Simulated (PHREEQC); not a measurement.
0.37 g of hydrous ferric oxide (600 m²/g; 0.2 weak and 0.005 strong sites per Fe, Dzombak-Morel constants, diffuse double layer) in 1 kg of water with 0.005 mol/kgw of an inert sodium salt and 0.019 mmol/kgw SrCl2 and 0.043 mmol/kgw Ag2SO4, at 25 °C; the pH is set by adding NaOH or the inert anion's acid. Oxygen alone is held at its pressure in air (log pO2 = -0.68). The system is closed to CO2. Precipitation was switched off in this run.

The series has 13 steps of pH, from 3 to 11.

All values are PHREEQC results (ion-association model, wateq4f.dat), not measurements.

### Question
Near which pH is half of the Sr sorbed, and on which side is more sorbed?

### Answer
Near pH 9.0, with more sorbed at higher pH.

### Question
Near which pH is half of the S sorbed, and on which side is more sorbed?

### Answer
Near pH 6.7, with more sorbed at lower pH.

### Question
Near which pH is half of the Ag sorbed, and on which side is more sorbed?

### Answer
Near pH 8.3, with more sorbed at higher pH.

Along this series the solution becomes supersaturated in solids that the run did not let form, among them Cerargyrite. Complexes and solids missing from the database can't appear. The oxide is taken as insoluble; below pH 4 it would dissolve.
